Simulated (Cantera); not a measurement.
A closed system holds: 1 mol FeS, 0.9 mol H₂S, 0.12 mol H₂O, equilibrated at 0.0160 bar.

Method: chemical equilibrium by Gibbs-energy minimisation in Cantera with the NASA 1993 tables (ideal gas, pure condensed phases). Candidate condensed phases: Fe, FeO, Fe(OH)₂, Fe(OH)₃, FeS, FeSO₄, FeS₂, Fe₂O₃, Fe₂(SO₄)₃, Fe₃O₄, H₂O, H₂SO₄, S; 22 gas species. FeS: taken at fixed stoichiometry. Gases not in the tables: S₃ to S₇. Rates play no part.

x: gas mole fraction; n: condensed amount in mol.

```json
[
 {"T (K)": "948", "x H₂S": "0.733", "x H₂": "0.104", "x S₂": "0.0518", "x H₂O": "0.112", "x SH": "3.67e-5", "x S": "?", "n FeS(s)": "1.00", "n FeS(l)": "0"},
 {"T (K)": "1048", "x H₂S": "0.609", "x H₂": "0.189", "x S₂": "0.0946", "x H₂O": "0.106", "x SH": "0.000165", "x S": "?", "n FeS(s)": "1.00", "n FeS(l)": "0"},
 {"T (K)": "1148", "x H₂S": "0.466", "x H₂": "0.289", "x S₂": "0.144", "x H₂O": "0.101", "x SH": "0.000531", "x S": "?", "n FeS(s)": "1.00", "n FeS(l)": "0"},
 {"T (K)": "1248", "x H₂S": "0.332", "x H₂": "0.382", "x S₂": "0.190", "x H₂O": "0.0950", "x SH": "0.00131", "x S": "?", "n FeS(s)": "1.00", "n FeS(l)": "0"},
 {"T (K)": "1348", "x H₂S": "0.226", "x H₂": "0.455", "x S₂": "0.226", "x H₂O": "0.0905", "x SH": "0.00266", "x S": "?", "n FeS(s)": "1.00", "n FeS(l)": "0"},
 {"T (K)": "1448", "x H₂S": "0.151", "x H₂": "0.505", "x S₂": "0.251", "x H₂O": "0.0872", "x SH": "0.00466", "x S": "?", "n FeS(s)": "1.00", "n FeS(l)": "0"},
 {"T (K)": "1548", "x H₂S": "0.102", "x H₂": "0.539", "x S₂": "0.266", "x H₂O": "0.0846", "x SH": "0.00738", "x S": "?", "n FeS(s)": "0", "n FeS(l)": "1.000"},
 {"T (K)": "1648", "x H₂S": "0.0701", "x H₂": "0.559", "x S₂": "0.275", "x H₂O": "0.0822", "x SH": "0.0108", "x S": "?", "n FeS(s)": "0", "n FeS(l)": "1.000"},
 {"T (K)": "1748", "x H₂S": "0.0494", "x H₂": "0.572", "x S₂": "0.278", "x H₂O": "0.0794", "x SH": "0.0150", "x S": "?", "n FeS(s)": "0", "n FeS(l)": "1.000"},
 {"T (K)": "1848", "x H₂S": "0.0355", "x H₂": "0.578", "x S₂": "0.277", "x H₂O": "0.0757", "x SH": "0.0198", "x S": "?", "n FeS(s)": "0", "n FeS(l)": "0.998"}
]
```

What belongs in the gaps?


- 948, x S: 3.00e-9
- 1048, x S: 5.53e-8
- 1148, x S: 5.93e-7
- 1248, x S: 4.19e-6
- 1348, x S: 2.15e-5
- 1448, x S: 8.63e-5
- 1548, x S: 0.000285
- 1648, x S: 0.000806
- 1748, x S: 0.00201
- 1848, x S: 0.00451
